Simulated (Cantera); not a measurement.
A Cantera script and its output.

```python
import numpy as np
import cantera as ct

gas = ct.Solution("gri30.yaml")
gas.TPX = 1198, 18, {'C2H6': 1, 'N2': 2.2}
reactor = ct.IdealGasConstPressureReactor(gas, energy="off", clone=False)
net = ct.ReactorNet([reactor])
net.rtol, net.atol = 1e-08, 1e-18
show = ['C2H6', 'HCN', 'C2H2', 'C2H', 'H']
times = np.geomspace(2e-06, 20, 13)

steps = ct.SolutionArray(gas, extra=["t"])
rows = []
print(f"{'t/s':>10s}{'T/K':>9s}{'P/Pa':>11s}" + "".join(f"{s:>11s}" for s in show))
for t in times:
    while net.time < t:
        t_next = net.step()
        steps.append(gas.state, t=t_next)
    rows.append([np.interp(t, steps.t, y) for y in (steps.T, steps.P, *steps(*show).X.T)])
    print(f"{t:10.3e}{rows[-1][0]:9.1f}{rows[-1][1]:11.4g}" + "".join(f"{x:11.3e}" for x in rows[-1][2:]))
rate = np.gradient(steps.T, steps.t)
print("integrator steps:", len(steps.t))
if steps.T.max() > steps.T[0] + 200:
    print(f"time of steepest temperature rise: {steps.t[rate.argmax()]:.4e} s")
gas.TPX = 1198, 18, {'C2H6': 1, 'N2': 2.2}
gas.equilibrate("TP")
print(f"equilibrium (TP): T = {gas.T:.1f} K  " + "  ".join(f"{s} {gas[s].X[0]:.3e}" for s in show))
```

It prints:

```
       t/s      T/K       P/Pa       C2H6        HCN       C2H2        C2H          H
 2.000e-06   1198.0         18  3.125e-01  8.100e-31  1.789e-27  2.983e-45  3.809e-13
 7.662e-06   1198.0         18  3.125e-01  3.801e-29  1.056e-25  1.315e-42  1.452e-12
 2.936e-05   1198.0         18  3.125e-01  2.052e-27  1.022e-23  1.587e-39  5.458e-12
 1.125e-04   1198.0         18  3.125e-01  1.135e-25  1.514e-21  2.813e-36  1.984e-11
 4.309e-04   1198.0         18  3.125e-01  6.339e-24  2.869e-19  7.567e-33  8.048e-11
 1.651e-03   1198.0         18  3.125e-01  3.575e-22  5.996e-17  6.169e-29  9.544e-10
 6.325e-03   1198.0         18  3.125e-01  4.631e-20  1.449e-14  1.094e-24  1.859e-08
 2.423e-02   1198.0         18  3.124e-01  2.475e-16  8.335e-12  3.336e-20  2.870e-07
 9.283e-02   1198.0         18  3.118e-01  8.517e-13  1.280e-08  2.168e-15  3.297e-06
 3.557e-01   1198.0         18  3.034e-01  8.257e-11  8.859e-06  4.239e-12  1.428e-05
 1.363e+00   1198.0         18  2.337e-01  6.131e-10  1.019e-03  1.378e-10  3.174e-05
 5.220e+00   1198.0         18  5.525e-02  1.506e-09  1.597e-02  1.145e-09  4.954e-05
 2.000e+01   1198.0         18  2.687e-03  1.740e-09  4.540e-02  8.188e-10  1.689e-05
integrator steps: 950
equilibrium (TP): T = 1198.0 K  C2H6 1.376e-09  HCN 8.468e-02  C2H2 1.496e-01  C2H 6.137e-10  H 8.834e-06
```

Computed with Cantera and GRI-Mech 3.0 (53 species, 325 reactions). GRI-Mech 3.0 stops at C3 and has no aromatics, soot or wall deposition, so with more carbon than oxygen in the feed, carbon stays in small species such as C2H2 where larger ones or solid carbon would form. Radical loss at walls, strong at low pressure, is not modelled.
